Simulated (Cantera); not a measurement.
Input: 1 mol MgO, 11 mol Cl₂, 2.1 mol N₂, held at 1150 K and 15.0 Pa.

Equilibrium computed with Cantera from the NASA thermochemical tables; the gas is ideal and each condensed phase is pure. Candidate condensed phases: Mg, MgCl₂, MgO; 18 gas species. Kinetics and transport are ignored.

Task: What is the equilibrium state?

Result: 
- x(Cl₂): 0.587
- x(Cl): 0.171
- x(N₂): 0.141
- x(MgCl₂): 0.0672
- x(O₂): 0.0336
- x(NO): 2.22e-5
- x(ClO): 1.67e-5
- gas amount: 14.88 mol
- log10 activity of Mg(l) (absent): -19.68
